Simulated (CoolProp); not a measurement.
R115 along the isotherm 226.85 °C: density (kg/m³) from the reference equation and from simpler models built on Tc = 80.0 °C, pc = 3129 kPa, ω = 0.248; each cubic takes its own stable root.

The numbers come from the reference Helmholtz-energy equation of state, Lemmon 2016 in CoolProp.

```json
[
 {"p (kPa)": "587", "phase": "gas", "reference": "22.20"},
 {"p (kPa)": "1170", "phase": "gas", "reference": "45.05"},
 {"p (kPa)": "1760", "phase": "gas", "reference": "69.02"},
 {"p (kPa)": "2350", "phase": "gas", "reference": "93.87"},
 {"p (kPa)": "2930", "phase": "gas", "reference": "119.2"},
 {"p (kPa)": "3520", "phase": "supercritical", "reference": "145.9"},
 {"p (kPa)": "4110", "phase": "supercritical", "reference": "173.4"},
 {"p (kPa)": "4690", "phase": "supercritical", "reference": "201.4"}
]
```

**Question.** How far does each simpler model (van der Waals, Redlich-Kwong, Peng-Robinson) lie from the reference over these 8 states: mean and median of the absolute difference, and the worst?

**Answer.** 
- van der Waals: mean 3.6 %, median 3.3 %, worst +7.5 % at 226.85 °C and 4690 kPa
- Redlich-Kwong: mean 2.2 %, median 2.2 %, worst +3.8 % at 226.85 °C and 4690 kPa
- Peng-Robinson: mean 0.9 %, median 1.0 %, worst +1.1 % at 226.85 °C and 3520 kPa
